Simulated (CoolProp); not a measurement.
Vapour-liquid equilibrium of carbon dioxide (1) + CH3F (R41) (2) at 7.04 bar; x and y are mole fractions of (1).

Values from CoolProp's multi-fluid Helmholtz-energy mixture model, Span 1996 and Lemmon 2006; pair parameters Bell 2016.

```
x     bubble temperature (K)  y at the bubble point  dew temperature at overall composition x (K)  liquid density (mol/L)
----  ----------------------  ---------------------  --------------------------------------------  ----------------------
0.05                   237.8                  0.077                                         238.1                   23.08
0.2                    235.2                  0.282                                         236.2              (withheld)
0.35                   232.9                  0.458                                    (withheld)                   24.01
0.5                    230.7                  0.613                                         232.3                   24.49
0.65                   228.6                  0.751                                         230.2                   24.99
0.8                    226.6             (withheld)                                         227.8                   25.49
0.95                   224.6                  0.972                                         225.0                   26.00
```

Problem. Some entries are withheld; supply them.

Solution. 
- 0.2, liquid density (mol/L): 23.54
- 0.35, dew temperature at overall composition x (K): 234.3
- 0.8, y at the bubble point: 0.871

No azeotrope shows between x = 0.05 and 0.95.

The pair parameters rest on a limited set of measurements; away from them the model extrapolates.
